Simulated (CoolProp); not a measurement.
Computed with CoolProp (reference Helmholtz-energy equation of state, Gao 2020).

Task: Give the vapour pressure (kPa), vapour density (kg/m³), liquid viscosity (µPa s) of saturated ammonia at -36.45, 12.75, 26.85 °C.

Result: 
```json
[
 {"T (°C)": "-36.45", "p (kPa)": "86.4", "vapour density (kg/m³)": "0.766", "liquid viscosity (µPa s)": "266"},
 {"T (°C)": "12.75", "p (kPa)": "675", "vapour density (kg/m³)": "5.32", "liquid viscosity (µPa s)": "149"},
 {"T (°C)": "26.85", "p (kPa)": "1060", "vapour density (kg/m³)": "8.24", "liquid viscosity (µPa s)": "129"}
]
```

Viscosity comes from a separate model (Fenghour 1995).
